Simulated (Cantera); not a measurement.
**Silicon nitride deposition: SiCl4 + N2 + H2**

A closed system holds: 1 mol SiCl4, 0.88 mol N2, 6.2 mol H2, equilibrated at 0.133 bar.

Method: chemical equilibrium by Gibbs-energy minimisation in Cantera with the NASA 1993 tables (ideal gas, pure condensed phases). Candidate condensed phases: NH4Cl, Si, Si3N4; 28 gas species. N2 is the only nitrogen source here; it is nearly inert below about 1500 K, so the nitride shown seldom forms there in practice. The tables' values for SiCl3 are old estimates; treat these amounts as uncertain. Rates play no part.

```csv
T (K),x H2,x HCl,x N2,x SiCl2,x SiCl4,x SiCl3,x SiHCl3,n Si3N4(s)
1025,0.580,0.332,0.0506,1.27e-6,0.0369,4.73e-5,0.000553,0.230
1075,0.575,0.340,0.0494,5.77e-6,0.0347,0.000113,0.000731,0.235
1125,0.572,0.346,0.0483,2.28e-5,0.0328,0.000247,0.000940,0.239
1175,0.568,0.352,0.0474,7.99e-5,0.0309,0.000503,0.00118,0.243
1225,0.565,0.356,0.0467,0.000250,0.0290,0.000959,0.00144,0.245
1275,0.563,0.360,0.0464,0.000709,0.0271,0.00172,0.00171,0.247
1325,0.561,0.361,0.0465,0.00183,0.0248,0.00289,0.00197,0.246
1375,0.559,0.361,0.0475,0.00428,0.0220,0.00453,0.00218,0.241
1425,0.557,0.356,0.0497,0.00905,0.0186,0.00654,0.00227,0.231
1475,0.557,0.347,0.0536,0.0172,0.0145,0.00857,0.00221,0.213
1525,0.558,0.331,0.0594,0.0293,0.0103,0.0101,0.00196,0.186
1575,0.560,0.309,0.0671,0.0448,0.00660,0.0106,0.00160,0.149
```
x: gas mole fraction; n: condensed amount in mol.

From 1025 K to 1575 K the condensed part is Si3N4(s). The main Si-bearing gas is SiCl4 at 1025 K and SiCl2 at 1575 K. The share of Si in condensed phases is highest at 1275 K (74.0 %) and lowest at 1575 K (44.8 %).
